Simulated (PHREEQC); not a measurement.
Make-up at 20 °C: 0.0037 mol HF and 0.046 mol NaF per kg of water. Closed to the air; pH follows from the charge balance.

The numbers come from PHREEQC with the ion-association model, wateq4f.dat.

```csv
quantity,before,after
pH,4.21,3.52
ionic strength (mol/kgw),0.0453,0.0456
F- (mol/kgw),0.0448,0.0433
HF (mol/kgw),0.00306,0.0145
NaF (mol/kgw),0.000784,0.000758
HF2- (mol/kgw),0.000509,0.00233
```

Question: What was changed between the two runs?
A) HF from 0.0037 to 0.0185 mol/kgw
B) temperature from 20 to 80 °C
C) NaF from 0.046 to 0.0092 mol/kgw
D) HF replaced by Cu(BF4)2 at the same molality

Answer: A, HF from 0.0037 to 0.0185 mol/kgw

This is a speciation only: nothing precipitates in the calculation.
